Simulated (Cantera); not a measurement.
# Thermodynamics of roasting and sulfation, feed MgO + H2S + N2

Feed: 1 mol MgO, 0.13 mol H2S, 11 mol N2, at 1377 °C and 0.170 bar.

These are equilibrium values from Cantera (NASA tables, ideal gas, pure condensed phases), not measurements of a reactor. Candidate condensed phases: H2O, H2SO4, Mg, MgO, Mg(OH)2, MgS, MgSO4, S; 43 gas species. Mutual solubility and eutectic melting of coexisting phases are not modelled. Kinetics and transport are ignored.

* **x(N2)**: 0.983
* **x(H2)**: 0.0108
* **x(S2)**: 0.00533
* **x(H2S)**: 0.000608
* **x(SH)**: 0.000211
* **x(H2O)**: 0.000121
* **x(S)**: 3.51e-5
* **x(H)**: 2.29e-5
* **x(Mg)**: 1.77e-5
* **n(MgO(s))**: 0.999 mol
* **n(MgS(s))**: 0.00118 mol
* **gas amount**: 11.19 mol
* **log10 activity of S(l) (absent)**: -2.87
* **log10 activity of Mg(l) (absent)**: -6.36
